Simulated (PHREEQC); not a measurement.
Consider water at 10 °C with 0.007 mol/kgw Cu(NO3)2, 0.05 mol/kgw HCl and 0.036 mol/kgw H3BO3. Closed to the air; pH follows from the charge balance.

The numbers come from PHREEQC with the ion-association model, phreeqc.dat.

Each row changes one thing in this solution. No solid was allowed to form.

| case | pH | CuCl+ (mol/kgw) | CuOH+ (mol/kgw) |
|---|---|---|---|
| as made | 1.38 | 0.000188 | 9.07e-10 |
| HCl from 0.05 to 0.025 mol/kgw | … | 0.000107 | 1.94e-9 |
| Cu(NO3)2 from 0.007 to 0.0007 mol/kgw | … | 2.04e-5 | 9.41e-11 |
| HCl from 0.05 to 0.055 mol/kgw | … | 0.000203 | 8.15e-10 |
| diluted 100-fold with water | 3.31 | 3.87e-8 | 1.32e-9 |
| Cu(NO3)2 from 0.007 to 0.07 mol/kgw | 1.40 | 0.00129 | … |
| HCl from 0.05 to 0.25 mol/kgw | 0.70 | 0.000603 | … |
| H3BO3 left out | 1.38 | 0.000188 | 9.07e-10 |

Q: Some entries are withheld; supply them.

A: 
- HCl from 0.05 to 0.025 mol/kgw, pH: 1.67
- Cu(NO3)2 from 0.007 to 0.0007 mol/kgw, pH: 1.37
- HCl from 0.05 to 0.055 mol/kgw, pH: 1.33
- Cu(NO3)2 from 0.007 to 0.07 mol/kgw, CuOH+ (mol/kgw): 7.62e-9
- HCl from 0.05 to 0.25 mol/kgw, CuOH+ (mol/kgw): 1.40e-10

Complexes and solids missing from the database can't appear. Constants without temperature data keep their 25 °C values here.
